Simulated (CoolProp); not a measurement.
Vapour-liquid equilibrium of CHF3 (R23) (1) + R22 (2) at -14.75 °C; x and y are mole fractions of (1).

Computed with CoolProp (multi-fluid Helmholtz-energy mixture model, Penoncello 2003 and Kamei 1995; pair parameters Bell 2016).

**Question.** Give the bubble pressure and the first vapour's composition at x = 0.35, 0.5, 0.95. Is there an azeotrope?

**Answer.** x = 0.35: 0.8002 MPa, y = 0.714; x = 0.5: 0.9937 MPa, y = 0.806; x = 0.95: 1.567 MPa, y = 0.981. No azeotrope shows between x = 0.05 and 0.95.

The pair parameters rest on a limited set of measurements; away from them the model extrapolates.
